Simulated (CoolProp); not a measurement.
Vapour-liquid equilibrium of R22 (1) + R152A (2) at 328.5 K; x and y are mole fractions of (1).

Model: multi-fluid Helmholtz-energy mixture model, Kamei 1995 and Outcalt 1996; pair parameters Bell 2016, in CoolProp.

Task: Give the bubble pressure and the first vapour's composition at x = 0.125, 0.425, 0.65. Is there an azeotrope?

Result: x = 0.125: 1.420 MPa, y = 0.160; x = 0.425: 1.631 MPa, y = 0.504; x = 0.65: 1.824 MPa, y = 0.725. No azeotrope shows between x = 0.05 and 0.95.

The pair parameters rest on a limited set of measurements; away from them the model extrapolates.
